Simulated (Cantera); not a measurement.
Charge: 1 mol NF₃, 0.23 mol O₂, 0.2 mol H₂, 0.61 mol SO₂, at 1.00 bar.

These are equilibrium values from Cantera (NASA tables, ideal gas, pure condensed phases), not measurements of a reactor. Candidate condensed phases: H₂O, H₂SO₄, S; 62 gas species. The tables' values for SOF₂ are old estimates; treat these amounts as uncertain. Kinetics and transport are ignored. All values below are at 2652 °C.

Base state: F 0.583, SO₂ 0.112, N₂ 0.109, HF 0.0902, O₂ 0.0521, SO 0.0225, O 0.0199, NO 0.00805 (mole fractions); condensed: gas only.

### Question
What changes in the equilibrium state with this change: 1.1 mol NH₃ added?

### Answer
```csv
species,before,after
HF,0.0902,0.564
N₂,0.109,0.195
SO₂,0.112,0.0855
F,0.583,0.00371
H₂,1.08e-8,0.0104
H₂O,7.12e-8,0.0429
H,1.29e-5,0.0127
OH,2.67e-5,0.0164
O₂,0.0521,0.0204
O,0.0199,0.0124
SO,0.0225,0.0275
F₂,6.27e-5,2.54e-9
SOF₂,0.000349,1.73e-8
SF₂,0.000624,4.94e-8
```
